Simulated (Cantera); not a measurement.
Feed: 1 mol C6H6, 0.68 mol H2, at 1000 °C and 2.50 bar.

Equilibrium computed with Cantera from the NASA thermochemical tables; the gas is ideal and each condensed phase is pure. Candidate condensed phases: C, C6H6, C7H8, C8H18; 76 gas species. Equilibrium is a limit: real reactors are often held back by kinetics, nucleation or transport.

Base state: H2 0.978, CH4 0.0224 (mole fractions); condensed: C(graphite).

Q: What changes in the equilibrium state with this change: temperature from 1000 °C to 1227 °C?

A: 
```csv
species,before,after
H2,0.978,0.994
CH4,0.0224,0.00634
H,4.47e-7,1.11e-5
"C(graphite), mol",5.92,5.98
```

Q: What changes in the equilibrium state with this change: pressure from 2.50 bar to 5.20 mbar?

A: 
| species | before | after |
|---|---|---|
| H2 | 0.978 | 1.000 |
| CH4 | 0.0224 | 4.88e-5 |
| C(graphite), mol | 5.92 | 6.00 |
